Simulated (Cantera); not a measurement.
Mixture: 21.5 % CO, 1.03 % H2, 3.66 % CH4, 15.5 % O2, 58.3 % N2, at 100000 Pa, adiabatic and at constant pressure. Ignition delay is the time to a rise of 400 K.

Detailed kinetics in Cantera: GRI-Mech 3.0 (53 species, 325 reactions).

### Question
Predict: delay at 1250 K; delay at 1450 K; delay at 1650 K; delay at 1850 K; delay at 2050 K; apparent activation energy between 1850 and 2050 K.

### Answer
| Item | Result |
|---|---|
| delay at 1250 K | 1.54 ms |
| delay at 1450 K | 0.352 ms |
| delay at 1650 K | 0.120 ms |
| delay at 1850 K | 50.9 µs |
| delay at 2050 K | 26.8 µs |
| apparent activation energy between 1850 and 2050 K | 100 kJ/mol |
